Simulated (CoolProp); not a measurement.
Vapour-liquid equilibrium of R143a (1) + R236FA (2) at 260.7 K; x and y are mole fractions of (1).

The numbers come from the multi-fluid Helmholtz-energy mixture model, Lemmon and Jacobsen 2000 and Pan 2012; pair parameters Bell 2016 in CoolProp.

```
x     bubble pressure (bar)  y at the bubble point  dew pressure at overall composition x (bar)  liquid density (mol/L)
----  ---------------------  ---------------------  -------------------------------------------  ----------------------
0.05                 0.7715                  0.221                                       0.6549                   9.860
0.2                   1.229                  0.579                                       0.7547                   10.26
0.35                  1.720                  0.751                                       0.8907                   10.67
0.5                   2.240                  0.850                                        1.087                   11.11
0.65                  2.784                  0.914                                        1.393                   11.56
0.8                   3.347                  0.958                                        1.944                   12.03
0.95                  3.927                  0.991                                        3.224                   12.51
```

No azeotrope shows between x = 0.05 and 0.95.

The pair parameters rest on a limited set of measurements; away from them the model extrapolates.
